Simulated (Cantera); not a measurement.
Feed: 1 mol SiHCl3, 540 mol H2, at 600 Torr.

Method: chemical equilibrium by Gibbs-energy minimisation in Cantera with the NASA 1993 tables (ideal gas, pure condensed phases). Candidate condensed phases: Si; 19 gas species. Gases not in the tables: Si2H6 and higher silanes. Kinetics and transport are ignored.

Which condensed phases are stable at each of these points (T (K)): 1050, 1150, 1250, 1350, 1450, 1550, 1650, 1750?


```tsv
T (K)	condensed phases	Si condensed (%)
1050	Si(s)	64.4
1150	Si(s)	86.0
1250	Si(s)	93.1
1350	Si(s)	94.5
1450	Si(s)	94.6
1550	Si(s)	94.4
1650	Si(s)	93.7
1750	Si(l)	93.3
```

From 1050 K to 1650 K the condensed part is Si(s). At 1750 K the condensed part is Si(l).
